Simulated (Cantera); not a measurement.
Source: NASA polynomial tables (part measured, part estimated), evaluated in Cantera. Values are per mole of reaction as written; species without (g) are pure solids or liquids, kept so even where they would boil at 1 bar.

### Question
Between 1823 and 2823 K, where is each reaction favourable under standard conditions?
- 2 SiO(g) + 2 H2(g) → O2(g) + 2 SiH2(g)
- SiO(g) + H2O(g) → Si(g) + H2O2(g)
- 3 SiH2(g) + 2 O3(g) → 3 Si(g) + 6 OH(g)

### Answer
- 2 SiO(g) + 2 H2(g) → O2(g) + 2 SiH2(g): ΔG° is 808 kJ at 1823 K and 861 kJ at 2823 K; it stays positive (K < 1). ΔH° is 716 kJ and ΔS° -52 J/K at 2823 K.
- SiO(g) + H2O(g) → Si(g) + H2O2(g): ΔG° is 645 kJ at 1823 K and 632 kJ at 2823 K; it stays positive (K < 1). ΔH° is 671 kJ and ΔS° 14 J/K at 2823 K.
- 3 SiH2(g) + 2 O3(g) → 3 Si(g) + 6 OH(g): ΔG° is -365 kJ at 1823 K and -851 kJ at 2823 K; it stays negative (K > 1). ΔH° is 492 kJ and ΔS° 476 J/K at 2823 K.
